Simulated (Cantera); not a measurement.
Cantera run, input and output.

```python
import numpy as np
import cantera as ct

gas = ct.Solution("h2o2.yaml")


def delay(T, t_max=10):
    gas.TPX = T, 3700000, {'H2': 1, 'O2': 0.5, 'N2': 1.88, 'H2O': 0.14}
    reactor = ct.IdealGasReactor(gas, clone=False)
    net = ct.ReactorNet([reactor])
    net.rtol, net.atol = 1e-8, 1e-16
    while net.time < t_max:
        t_old, T_old = net.time, reactor.T
        net.step()
        if reactor.T > T + 400:  # ignition: a rise of 400 K
            return t_old + (T + 400 - T_old) / (reactor.T - T_old) * (net.time - t_old)
    return np.nan


taus = []
for T in [900, 975, 1050, 1125, 1200, 1275, 1350]:
    taus.append(delay(T))
    print(f"T0 = {T:6g} K   tau = {taus[-1]:.4e} s")

# d ln(tau) / d ln(k), from doubling and halving each rate constant
T, sens = 1125, []
for i in range(gas.n_reactions):
    gas.set_multiplier(2.0, i)
    up = delay(T)
    gas.set_multiplier(0.5, i)
    down = delay(T)
    gas.set_multiplier(1.0, i)
    sens.append((np.log(up / down) / np.log(4.0), gas.reaction(i).equation))
sens.sort(key=lambda x: -abs(x[0]))
print(f"sensitivities at {T} K")
for s, eq in sens[:10]:
    print(f"{s:8.3f}  {eq}")
```

It prints:

```
T0 =    900 K   tau = 4.5517e-02 s
T0 =    975 K   tau = 7.1090e-03 s
T0 =   1050 K   tau = 1.4832e-03 s
T0 =   1125 K   tau = 3.8242e-04 s
T0 =   1200 K   tau = 1.1458e-04 s
T0 =   1275 K   tau = 3.7830e-05 s
T0 =   1350 K   tau = 1.3074e-05 s
sensitivities at 1125 K
  -0.559  H + H2O2 <=> H2 + HO2
  -0.492  2 OH (+M) <=> H2O2 (+M)
  -0.213  H + O2 <=> O + OH
   0.136  2 HO2 <=> H2O2 + O2
  -0.064  H + HO2 <=> H2 + O2
   0.060  H + O2 + H2O <=> HO2 + H2O
   0.059  H + O2 + N2 <=> HO2 + N2
   0.049  H + O2 + M <=> HO2 + M
  -0.024  H2 + OH <=> H + H2O
  -0.021  H + HO2 <=> 2 OH
```

Detailed kinetics in Cantera: the H2/O2 subset of GRI-Mech 3.0, which has no nitrogen chemistry. The hydrogen kinetics of GRI-Mech 3.0 are dated; newer H2 mechanisms differ, most at raised pressure. The pressure lies above the range GRI-Mech 3.0 was tuned for (to about 10 atm). Below about 950 K walls govern HO2 and H2O2 in real vessels.
